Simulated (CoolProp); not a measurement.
Methanol along the isobar 0.635 MPa: fugacity coefficient from the reference equation and from simpler models built on Tc = 240.2 °C, pc = 8.216 MPa, ω = 0.565; each cubic takes its own stable root.

Model: reference Helmholtz-energy equation of state, de Reuck 1993, in CoolProp.

| T (°C) | phase | reference | van der Waals | Redlich-Kwong | Soave-Redlich-Kwong | Peng-Robinson |
|---|---|---|---|---|---|---|
| 145.05 | gas | 0.9352 | 0.9628 | 0.9533 | 0.9451 | 0.9419 |
| 169.45 | gas | 0.9518 | 0.9674 | 0.9601 | 0.9548 | 0.9516 |
| 193.75 | gas | 0.9629 | 0.9713 | 0.9656 | 0.9626 | 0.9595 |
| 218.15 | gas | 0.9708 | 0.9745 | 0.9703 | 0.9690 | 0.9660 |
| 242.55 | gas | 0.9764 | 0.9773 | 0.9741 | 0.9742 | 0.9714 |
| 266.95 | gas | 0.9805 | 0.9798 | 0.9774 | 0.9786 | 0.9758 |
| 291.25 | gas | 0.9834 | 0.9818 | 0.9801 | 0.9822 | 0.9796 |
| 315.65 | gas | 0.9855 | 0.9837 | 0.9825 | 0.9853 | 0.9827 |
| 340.05 | gas | 0.9870 | 0.9853 | 0.9845 | 0.9878 | 0.9854 |
